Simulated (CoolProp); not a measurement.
The fluid at 240.55 K and 5.38 MPa expands adiabatically to 0.678 MPa with isentropic efficiency 0.7. The same conditions are run with several fluids, on thermodynamics alone (safety and materials aside).

Values from CoolProp's reference Helmholtz-energy equation of state of each fluid (dry air: Lemmon 2000; nitrogen: Span 2000; CF4 (R14): Platzer 1990; methane: Setzmann 1991; oxygen: Schmidt 1985). The equations of Platzer and Polt are older, rougher fits. Blends and air are pseudo-pure fits.

Rank dry air, nitrogen, CF4 (R14), methane, oxygen by work (kJ/kg), highest first.

methane (112), nitrogen (72.7), dry air (69.8), oxygen (61.7), CF4 (R14) (12.7)

| fluid | final temperature (K) | final phase | final density (kg/m³) |
|---|---|---|---|
| dry air | 157.5 | gas | 15.6 |
| nitrogen | 158.0 | gas | 15.0 |
| CF4 (R14) | 179.2 | two-phase, vapour fraction 0.701 | 65.8 |
| methane | 155.6 | gas | 9.31 |
| oxygen | 156.4 | gas | 17.5 |
